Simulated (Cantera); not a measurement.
Feed: 1 mol Si2Cl6, 0.0052 mol Cl2, 830 mol H2, at 875 K and 100 Torr.

Cantera equilibrium calculation (NASA polynomials, part measured and part estimated; ideal gas, pure solids and liquids). Candidate condensed phases: Si; 19 gas species. The feed counts by its element totals alone. Rates play no part.

Base state: H2 0.997, HCl 0.00170, SiHCl3 0.000866, SiCl4 0.000674, SiH2Cl2 0.000102 (mole fractions); condensed: Si(s).

Q: What changes in the equilibrium state with this change: temperature from 875 K to 1400 K?

A: 
| species | before | after |
|---|---|---|
| H2 | 0.997 | 0.993 |
| HCl | 0.00170 | 0.00692 |
| SiCl2 | 3.69e-6 | 0.000142 |
| SiHCl3 | 0.000866 | 9.75e-7 |
| H | <1e-9 | 1.33e-5 |
| SiCl4 | 0.000674 | 9.60e-8 |
| SiH2Cl2 | 0.000102 | 1.49e-6 |
| Si(s), mol | 0.624 | 1.88 |
